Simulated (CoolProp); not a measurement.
Properties of tetradecamethylhexasiloxane (MD4M) along the isotherm 620 K (Tc = 653.2 K, pc = 8.286 bar, ω = 0.800).

Values from CoolProp's reference Helmholtz-energy equation of state, Thol 2019.

```tsv
p (bar)	phase	density (kg/m³)	cp (kJ/(kg K))	speed of sound (m/s)	Joule-Thomson coefficient (K/MPa)
0.518	gas	4.761	2.090	103.2	13.57
1.04	gas	9.894	2.098	99.68	14.31
1.55	gas	15.29	2.107	96.03	15.16
2.07	gas	21.28	2.119	92.03	16.18
2.59	gas	27.86	2.133	87.69	17.42
3.11	gas	35.19	2.151	82.94	18.97
3.62	gas	43.37	2.175	77.75	20.93
4.14	gas	53.11	2.210	71.73	23.70
```
